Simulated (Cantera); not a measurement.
Feed: 1 mol Pb, 0.6 mol O2, 91 mol N2, 0.92 mol H2, at 6.68 Torr.

Equilibrium computed with Cantera from the NASA thermochemical tables; the gas is ideal and each condensed phase is pure. Candidate condensed phases: H2O, Pb, PbO, PbO2, Pb3O4; 27 gas species. Kinetics and transport are ignored. All values below are at 252 °C.

Base state: N2 0.990, H2O 0.0100 (mole fractions); condensed: Pb(s) + PbO(red).

Task: What changes in the equilibrium state with this change: Pb replaced by Hg?

Result: 
| species | before | after |
|---|---|---|
| N2 | 0.990 | 0.978 |
| Hg | 0 | 0.0107 |
| H2O | 0.0100 | 0.00989 |
| O2 | <1e-9 | 0.00150 |
| Pb(s), mol | 0.720 | 0 |
| PbO(red), mol | 0.280 | 0 |
Further candidate phases: Hg, HgO.

Task: What changes in the equilibrium state with this change: Pb replaced by HgO?

Result: 
```tsv
species	before	after
N2	0.990	0.973
Hg	0	0.0107
H2O	0.0100	0.00983
O2	<1e-9	0.00684
Pb(s), mol	0.720	0
PbO(red), mol	0.280	0
```
Further candidate phases: Hg, HgO.
